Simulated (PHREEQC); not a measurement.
Model water analysis in mg/L, 25 °C, pH 2.5, pe 11.5:

```tsv
constituent	mg/L
Na	342
K	482
Ca	138
Mg	14.3
Cl	159
S(6) as SO4	1740
Al	0.521
```

Valence states are taken as typed.

The numbers come from PHREEQC with the ion-association model, phreeqc.dat.

No solid was allowed to form.

What ionic strength, density does the model give?

ionic strength 0.0511 mol/kgw; density 0.999 g/cm³.

In which forms is K present?

K+ 96 %, KSO4- 4.1 % of the K.
